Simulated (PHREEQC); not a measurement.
Solution (20 °C): 0.002 mol/kgw H2SO4, 3.4e-05 mol/kgw ZnSO4 and 0.011 mol/kgw MnSO4. Closed to the air; pH follows from the charge balance.

Equilibrium calculation in PHREEQC: ion-association model, wateq4f.dat.

This is a speciation only: nothing precipitates in the calculation.

Problem. Order these Zn species by the share of Zn that they hold, largest first: Zn(SO4)2-2, Zn+2, ZnSO4.

Solution. Zn+2 (64 %), ZnSO4 (34 %), Zn(SO4)2-2 (2.6 %)

The pH is 2.61 and the ionic strength 0.0357 mol/kgw. Species that the database lacks are ignored.
